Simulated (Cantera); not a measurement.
A closed system holds: 1 mol Fe, 0.011 mol HCl, at 1 atm.

Method: chemical equilibrium by Gibbs-energy minimisation in Cantera with the NASA 1993 tables (ideal gas, pure condensed phases). Candidate condensed phases: Fe, FeCl2, FeCl3; 11 gas species. Mutual solubility and eutectic melting of coexisting phases are not modelled. The numbers say what is thermodynamically allowed, not how fast it happens.

x: gas mole fraction; n: condensed amount in mol.

```tsv
T (°C)	x H2	x HCl	x FeCl2	x Fe2Cl4	x FeCl3	n Fe(α)	n FeCl2(l)	n Fe(γ)
700	0.740	0.245	0.0124	0.00287	___	0.995	0.00460	0
750	0.652	0.312	0.0292	0.00668	___	0.996	0.00415	0
800	0.547	0.376	0.0627	0.0141	___	0.996	0.00341	0
850	0.423	0.425	0.124	0.0274	___	0.996	0.00211	0
900	0.304	0.436	0.217	0.0434	0.000199	0.997	0	0
950	0.302	0.426	0.242	0.0299	0.000204	0	0	0.997
1000	0.303	0.415	0.262	0.0203	0.000203	0	0	0.997
1050	0.305	0.403	0.277	0.0138	0.000197	0	0	0.997
1100	0.309	0.392	0.290	0.00946	0.000189	0	0	0.997
1150	0.313	0.380	0.300	0.00657	0.000180	0	0	0.997
1200	0.317	0.370	0.308	0.00465	0.000171	0	0	0.997
1250	0.322	0.360	0.315	0.00334	0.000162	0	0	0.996
1300	0.326	0.351	0.321	0.00245	0.000154	0	0	0.996
```

Problem. Fill in the missing entries.

Solution. 
- 700, x FeCl3: 5.74e-6
- 750, x FeCl3: 1.66e-5
- 800, x FeCl3: 4.30e-5
- 850, x FeCl3: 0.000101
